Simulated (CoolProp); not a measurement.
Saturation properties of sulfur dioxide.

Model: reference Helmholtz-energy equation of state, Gao 2016, in CoolProp.

| T (K) | p (kPa) | liquid density (kg/m³) | vapour density (kg/m³) |
|---|---|---|---|
| 270.2 | 137.6 | 1443 | 4.062 |
| 280.5 | 208.2 | 1416 | 5.989 |
| 290.8 | 304.5 | 1387 | 8.568 |
| 301.2 | 433.8 | 1358 | 11.98 |
| 311.5 | 599.7 | 1328 | 16.33 |
| 321.8 | 810.2 | 1297 | 21.84 |
| 332.2 | 1075 | 1264 | 28.82 |
| 342.5 | 1397 | 1230 | 37.43 |
| 352.8 | 1785 | 1194 | 48.10 |
| 363.2 | 2253 | 1154 | 61.47 |
| 373.5 | 2800 | 1112 | 77.96 |
| 383.8 | 3441 | 1065 | 98.74 |
| 394.2 | 4193 | 1010 | 125.8 |

It boils at 263.1 K under 1 atm.
